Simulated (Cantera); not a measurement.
## Premixed flame

A freely propagating, adiabatic, planar premixed flame of CH₄ : C₂H₆ : O₂ : N₂ : H₂O = 1 : 0.091 : 1.66 : 6.23 : 0.039 (molar parts), equivalence ratio 1.4, unburnt at 625 K and 1.10 bar; mixture-averaged transport, grid criteria slope 0.08 and curve 0.16, no radiation.

Computed with Cantera and GRI-Mech 3.0 (53 species, 325 reactions). Burning velocities carry a grid error of a few per cent, more on coarse grids.

| z (mm) | T (K) | u (m/s) | x CH₄ | x C₂H₆ | x O₂ | x CH₂O | x CH₃ | x C₂H₂ |
|---|---|---|---|---|---|---|---|---|
| -1.23 | 625 | 0.851 | 0.110 | 0.0101 | 0.183 | 3.31e-7 | 1.40e-8 | 6.61e-8 |
| -0.823 | 630 | 0.861 | 0.109 | 0.01000 | 0.182 | 4.73e-6 | 1.48e-7 | 9.42e-7 |
| -0.617 | 646 | 0.889 | 0.108 | 0.00991 | 0.180 | 2.81e-5 | 8.35e-7 | 5.65e-6 |
| -0.412 | 741 | 1.03 | 0.0999 | 0.00951 | 0.171 | 0.000237 | 1.29e-5 | 5.20e-5 |
| -0.206 | 1163 | 1.66 | 0.0694 | 0.00684 | 0.130 | 0.00123 | 0.000576 | 0.000458 |
| -0.103 | 1541 | 2.24 | 0.0399 | 0.00309 | 0.0864 | 0.00125 | 0.00284 | 0.00114 |
| 0 | 1885 | 2.78 | 0.0125 | 0.000288 | 0.0399 | 0.000583 | 0.00411 | 0.00200 |
| 0.103 | 2061 | 3.05 | 0.00210 | 6.60e-6 | 0.0134 | 0.000173 | 0.00163 | 0.00128 |
| 0.206 | 2118 | 3.13 | 0.000310 | 1.71e-7 | 0.00411 | 3.91e-5 | 0.000361 | 0.000436 |
| 0.412 | 2143 | 3.16 | 1.08e-5 | <1e-8 | 0.000644 | 1.86e-6 | 1.57e-5 | 3.99e-5 |
| 0.823 | 2157 | 3.18 | 1.14e-7 | <1e-8 | 0.000258 | 2.32e-8 | 1.71e-7 | 7.75e-7 |
| 1.65 | 2172 | 3.19 | <1e-8 | <1e-8 | 0.000165 | <1e-8 | <1e-8 | <1e-8 |
| 3.29 | 2188 | 3.22 | <1e-8 | <1e-8 | 8.76e-5 | <1e-8 | <1e-8 | <1e-8 |
x: mole fraction of selected species; z is measured from the peak of heat release.

The laminar burning velocity is 84.8 cm/s and the thermal thickness is 0.412 mm. The peak x(CH₂O) is 0.00137 and the peak x(CH₃) is 0.00432. The peak x(C₂H₂) is 0.00201 and the grid points comes out as 139.
